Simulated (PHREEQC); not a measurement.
PHREEQC input (ion-association model, phreeqc.dat):

```
SOLUTION_SPECIES
  SO4-2 + 9 H+ + 8 e- = HS- + 4 H2O  # shut off: sulfate is not reduced
    -log_k -100
    -delta_h 0
    -analytic -100
SOLUTION 1
  temp 25
  units mol/kgw
  pH 7 charge
  S(6) 0.008
  Fe(2) 0.008
  F 0.022
  Na 0.022
SOLUTION 2
  temp 25
  units mol/kgw
  pH 7 charge
  B 0.0028
  P 0.0092
  Na 0.0184
END
SELECTED_OUTPUT 1
  -reset false
  -pH true
  -pe true
  -ionic_strength true
  -water true
  -totals B F Fe Na P S Fe(2) Fe(3) S(-2) S(6)
  -molalities H+ Na+ Fe+2 SO4-2 H3BO3 PO4-3 F- OH- O2 HSO4-
    S-2 HS- H2S H2BO3- BF(OH)3- BF2(OH)2- BF3OH- BF4- HPO4-2 H2PO4-
    H3PO4 HF HF2- NaOH NaSO4- NaHPO4- NaF FeOH+ Fe(OH)3- FeSO4
    FeHSO4+ Fe(HS)2 Fe(HS)3- FeHPO4 FeH2PO4+ FeF+ Fe+3 FeOH+2 Fe(OH)2+ Fe(OH)3
    Fe(OH)4- Fe(OH)2 Fe2(OH)2+4 Fe3(OH)4+5 FeSO4+ FeHSO4+2 Fe(SO4)2- FeHPO4+ FeH2PO4+2 FeF+2
    FeF2+ FeF3
  -equilibrium_phases Vivianite Melanterite
PRINT
  -reset false
MIX 1
  1 1
  2 0
EQUILIBRIUM_PHASES 1
  Vivianite 0 0
  Melanterite 0 0
END
# ... the last block is repeated for the other 20 points of share of solution B
```

Selected output (columns that matter, 15 of 21 rows; share of solution B added in front):

```
share of solution B	pH	mu	B	F	Fe	Na	P	S	m_H+	m_Na+	m_Fe+2	m_SO4-2	m_H3BO3	Vivianite
0	6.7097	0.045989	0	0.022	0.008	0.022	0	0.008	2.2765e-07	0.02151	0.0058911	0.0061914	0	0
0.05	4.9973	0.043398	0.00014	0.020901	0.0070272	0.021821	7.8033e-05	0.0076002	1.1706e-05	0.021349	0.0051672	0.0059837	0.00011769	0.00019098
0.15	4.7132	0.038552	0.00042003	0.018701	0.0052845	0.021461	0.00036945	0.0068005	2.2394e-05	0.021027	0.0038096	0.0055536	0.00031042	0.00050529
0.2	4.6621	0.036239	0.00056005	0.017602	0.0044704	0.021282	0.0005534	0.0064006	2.5121e-05	0.020866	0.003167	0.0053302	0.00041183	0.00064333
0.3	4.6347	0.031888	0.0008401	0.015402	0.0029676	0.020923	0.001005	0.0056007	2.6604e-05	0.020544	0.0019867	0.0048568	0.00065535	0.00087757
0.35	4.6567	0.029874	0.00098013	0.014302	0.0022813	0.020743	0.0012742	0.0052007	2.5213e-05	0.020383	0.0014645	0.0046021	0.00080332	0.000973
0.45	4.8209	0.026185	0.0012602	0.012102	0.0010172	0.020383	0.001885	0.0044007	1.7174e-05	0.020065	0.00058195	0.004047	0.00115	0.0011277
0.5	5.0688	0.02451	0.0014002	0.011002	0.00042729	0.020203	0.0022185	0.0040007	9.6783e-06	0.019906	0.00022656	0.0037442	0.0013416	0.0011909
0.55	6.108	0.023479	0.0015403	0.0099017	1.9344e-05	0.020023	0.0026734	0.0036006	8.8259e-07	0.019746	8.3869e-06	0.00341	0.0015288	0.0011936
0.65	7.0826	0.024258	0.0018202	0.007701	2.2267e-06	0.019663	0.0041154	0.0028004	9.3712e-08	0.01941	4.9501e-07	0.0026568	0.0017998	0.00093259
0.7	7.3025	0.024672	0.0019602	0.0066008	1.556e-06	0.019482	0.0048416	0.0024003	5.6524e-08	0.019242	2.7883e-07	0.0022787	0.001929	0.00079948
0.8	7.6618	0.025484	0.0022402	0.0044003	9.1115e-07	0.019121	0.0062944	0.0016001	2.4748e-08	0.018905	1.1857e-07	0.001521	0.0021692	0.00053303
0.85	7.8324	0.025875	0.0023801	0.0033002	7.1299e-07	0.018941	0.0070209	0.0012001	1.6719e-08	0.018737	8.1925e-08	0.0011414	0.0022729	0.00039976
0.95	8.1858	0.026586	0.0026601	0.0011	4.2994e-07	0.01858	0.0084738	0.00040001	7.418e-09	0.0184	4.0362e-08	0.00038092	0.0024091	0.00013319
1	8.3625	0.026888	0.0028	0	0	0.0184	0.0092	0	4.9407e-09	0.018233	0	0	0.0024223	0
```

Complexes and solids missing from the database can't appear. Real BF4- forms and hydrolyses slowly; the run takes it at equilibrium. Fluoro complexes past AlF4- and FeF3 are missing from the database.
